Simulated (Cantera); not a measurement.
Cantera run, input and output.

```python
import numpy as np
import cantera as ct

gas = ct.Solution("gri30.yaml")
gas.TPX = 550, 950000, {'C3H8': 0.67, 'O2': 3.57, 'N2': 13.4}
inlet = ct.Reservoir(gas, clone=True)
gas.equilibrate("HP")  # start burning
reactor = ct.IdealGasConstPressureReactor(gas, energy="on", clone=False)
exhaust = ct.Reservoir(gas, clone=True)
tau = [0.044, 0.021, 0.01, 0.0048, 0.0023, 0.0011, 0.00052, 0.00025, 0.00012, 5.6e-05, 2.7e-05][0]
for a, b in ((inlet, reactor), (reactor, exhaust)):
    ct.MassFlowController(a, b, mdot=lambda t: reactor.mass / tau)
net = ct.ReactorNet([reactor])
show = ['C3H8', 'O2', 'CH2O', 'CH3', 'CO2', 'C2H']

rows = []
print(f"{'tau/s':>10s}{'T/K':>9s}" + "".join(f"{s:>11s}" for s in show))
for tau in [0.044, 0.021, 0.01, 0.0048, 0.0023, 0.0011, 0.00052, 0.00025, 0.00012, 5.6e-05, 2.7e-05]:
    net.initial_time = 0.0
    net.advance(30 * tau)
    before = gas.X
    net.advance(40 * tau)
    drift = np.max(np.abs(gas.X - before) / (gas.X + 1e-9))
    rows.append([gas.T, *gas[show].X, drift])
    print(f"{tau:10.3e}{gas.T:9.1f}" + "".join(f"{x:11.3e}" for x in gas[show].X))
```

It prints:

```
     tau/s      T/K       C3H8         O2       CH2O        CH3        CO2        C2H
 4.400e-02   2404.8  5.060e-08  1.320e-02  1.137e-07  2.271e-07  1.026e-01  3.289e-09
 2.100e-02   2404.6  1.047e-07  1.358e-02  2.347e-07  4.635e-07  1.025e-01  6.711e-09
 1.000e-02   2403.0  2.158e-07  1.408e-02  4.805e-07  9.336e-07  1.021e-01  1.350e-08
 4.800e-03   2398.7  4.379e-07  1.470e-02  9.583e-07  1.823e-06  1.015e-01  2.624e-08
 2.300e-03   2389.4  8.777e-07  1.550e-02  1.862e-06  3.441e-06  1.004e-01  4.902e-08
 1.100e-03   2373.1  1.725e-06  1.659e-02  3.500e-06  6.225e-06  9.857e-02  8.651e-08
 5.200e-04   2347.8  3.333e-06  1.811e-02  6.432e-06  1.093e-05  9.584e-02  1.439e-07
 2.500e-04   2313.6  6.195e-06  2.006e-02  1.145e-05  1.866e-05  9.226e-02  2.223e-07
 1.200e-04   2269.6  1.141e-05  2.255e-02  2.037e-05  3.222e-05  8.773e-02  3.273e-07
 5.600e-05   2212.4  2.185e-05  2.590e-02  3.771e-05  5.877e-05  8.183e-02  4.738e-07
 2.700e-05   2142.8  4.329e-05  3.041e-02  7.118e-05  1.110e-04  7.429e-02  6.745e-07
```

Detailed kinetics in Cantera: GRI-Mech 3.0 (53 species, 325 reactions). GRI-Mech 3.0 was tuned for natural gas; its chemistry of propane as a main component is partial and can be far from experiment.
